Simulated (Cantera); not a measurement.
**Thermodynamics of silicon oxide and oxynitride deposition, feed Si2H6 + H2O**

Input: 1 mol Si2H6, 3.5 mol H2O, at 10000 Pa.

Equilibrium computed with Cantera from the NASA thermochemical tables; the gas is ideal and each condensed phase is pure. Candidate condensed phases: H2O, Si, SiO2; 18 gas species. The feed counts by its element totals alone. Mutual solubility and eutectic melting of coexisting phases are not modelled. The tables hold silica as quartz up to 1696 K and as liquid above; real silica turns to tridymite and cristobalite and melts near 1996 K. Kinetics and transport are ignored.

From 925 K to 1600 K the condensed part is Si(s) + SiO2(β-quartz). At 1675 K the condensed part is SiO2(β-quartz). From 1750 K to 1825 K the condensed part is SiO2(condensed). The main Si-bearing gas is SiH4 at 925 K and SiO at 1825 K.

```tsv
T (K)	x H2	x SiO	x H	x H2O	n Si(s)	n SiO2(β-quartz)	n SiO2(condensed)
925	1.00	1.75e-10	8.23e-10	1.32e-10	0.250	1.75	0
1000	1.00	5.21e-9	7.18e-9	9.74e-10	0.250	1.75	0
1075	1.00	9.56e-8	4.64e-8	5.42e-9	0.250	1.75	0
1150	1.000	1.19e-6	2.36e-7	2.39e-8	0.250	1.75	0
1225	1.000	1.09e-5	9.86e-7	8.78e-8	0.250	1.75	0
1300	1.000	7.61e-5	3.50e-6	2.76e-7	0.250	1.75	0
1375	1.000	0.000430	1.08e-5	7.65e-7	0.249	1.75	0
1450	0.998	0.00202	2.99e-5	1.90e-6	0.243	1.74	0
1525	0.992	0.00811	7.45e-5	4.27e-6	0.223	1.72	0
1600	0.971	0.0285	0.000169	8.76e-6	0.155	1.65	0
1675	0.928	0.0714	0.000354	2.04e-5	0	1.50	0
1750	0.928	0.0715	0.000708	0.000104	0	0	1.50
1825	0.926	0.0718	0.00134	0.000458	0	0	1.50
```
x: gas mole fraction; n: condensed amount in mol.
